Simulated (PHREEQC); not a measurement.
Brine: an equilibrium model

Dissolve 2.5 mol MgCl2 per kg of water at 20 °C. Closed to the air; pH follows from the charge balance.

Equilibrium calculation in PHREEQC: Pitzer model, pitzer.dat.

Each row changes one thing in this solution. Precipitation was switched off in this run.

| case | pH | ionic strength (mol/kgw) |
|---|---|---|
| as made | 4.93 | 7.50 |
| temperature from 20 to 80 °C | 4.32 | 7.50 |
| MgCl2 from 2.5 to 2.25 mol/kgw | 5.11 | 6.75 |
| MgCl2 replaced by NaCl at the same molality | 6.82 | 2.50 |
| temperature from 20 to 5 °C | 5.13 | 7.50 |
| 3.2 mol/kgw H2SO4 added | -2.55 | 11.3 |

In brines, pH and single-ion activities rest on the MacInnes convention. Away from 25 °C the constants follow the database's enthalpies or fits; those with neither stay at their 25 °C values.
